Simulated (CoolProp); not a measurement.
Carbonyl sulfide along the isotherm 611.9 K: density (kg/m³) from the reference equation and from simpler models built on Tc = 378.8 K, pc = 6.369 MPa, ω = 0.098; each cubic takes its own stable root.

Values from CoolProp's reference Helmholtz-energy equation of state, Lemmon 2006. It is a short technical equation, of lower accuracy than the large ones.

```tsv
p (MPa)	phase	reference
6.25	gas	78.57
12.5	supercritical	165.6
18.8	supercritical	257.5
25	supercritical	344.5
31.2	supercritical	421.6
37.5	supercritical	487.6
43.8	supercritical	542.3
50	supercritical	587.5
```

Problem. How far does each simpler model (ideal gas, van der Waals, Redlich-Kwong, Soave-Redlich-Kwong, Peng-Robinson) lie from the reference over these 8 states: mean and median of the absolute difference, and the worst?

Solution. 
- ideal gas: mean 9.0 %, median 10.0 %, worst -14.3 % at 611.9 K and 25 MPa
- van der Waals: mean 4.7 %, median 5.4 %, worst -7.9 % at 611.9 K and 50 MPa
- Redlich-Kwong: mean 0.7 %, median 0.5 %, worst +1.4 % at 611.9 K and 12.5 MPa
- Soave-Redlich-Kwong: mean 4.6 %, median 5.4 %, worst -6.2 % at 611.9 K and 37.5 MPa
- Peng-Robinson: mean 0.8 %, median 0.7 %, worst +1.8 % at 611.9 K and 50 MPa
